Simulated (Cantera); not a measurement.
Input: 1 mol SrCl2, 0.068 mol HCl, 6.4 mol N2, held at 1.33 mbar.

Method: chemical equilibrium by Gibbs-energy minimisation in Cantera with the NASA 1993 tables (ideal gas, pure condensed phases). Candidate condensed phases: NH4Cl, Sr, SrCl2; 15 gas species. Kinetics and transport are ignored.

x: gas mole fraction; n: condensed amount in mol.

```
T (K)   x N2   x SrCl2      x Cl    x HCl  x SrCl  n SrCl2(l)
-----  -----  --------  --------  -------  ------  ----------
1150   0.989  0.000247   8.93e-6   0.0105       ?       0.998
1250   0.986   0.00306   3.04e-5   0.0105       ?       0.980
1350   0.964    0.0252   8.50e-5   0.0102       ?       0.833
1450   0.857     0.134  0.000193  0.00891       ?           0
1550   0.857     0.134  0.000422  0.00869       ?           0
1650   0.857     0.134  0.000836  0.00830       ?           0
1750   0.856     0.134   0.00153  0.00771       ?           0
1850   0.855     0.133   0.00266  0.00694       ?           0
1950   0.854     0.132   0.00451  0.00607       ?           0
2050   0.851     0.129   0.00773  0.00520       ?           0
2150   0.846     0.124    0.0134  0.00434       ?           0
```

Problem. Fill in the missing entries.

Solution. 
- 1150, x SrCl: 1.99e-12
- 1250, x SrCl: 3.79e-10
- 1350, x SrCl: 3.26e-8
- 1450, x SrCl: 1.39e-6
- 1550, x SrCl: 8.01e-6
- 1650, x SrCl: 3.75e-5
- 1750, x SrCl: 0.000147
- 1850, x SrCl: 0.000491
- 1950, x SrCl: 0.00139
- 2050, x SrCl: 0.00331
- 2150, x SrCl: 0.00669
